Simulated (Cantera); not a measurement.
Silicon epitaxy and polysilicon growth: SiCl₄ + H₂

Feed: 1 mol SiCl₄, 32 mol H₂, at 1350 K and 1.00 bar.

Cantera equilibrium calculation (NASA polynomials, part measured and part estimated; ideal gas, pure solids and liquids). Candidate condensed phases: Si; 19 gas species. The tables' values for SiCl₃ are old estimates; treat these amounts as uncertain. Equilibrium is a limit: real reactors are often held back by kinetics, nucleation or transport.

The x(H₂) is 0.925 and the x(HCl) is 0.0509. The x(SiCl₂) comes out as 0.00786. The x(SiHCl₃) is 0.00611 and the x(SiCl₄) is 0.00586. The x(SiCl₃) is 0.00304. The x(SiH₂Cl₂) is 0.000928. The x(SiH₃Cl) is 4.01e-5 and the x(H) is 2.29e-6. The n(Si(s)) is 0.201 mol. The gas amount is 33.52 mol.
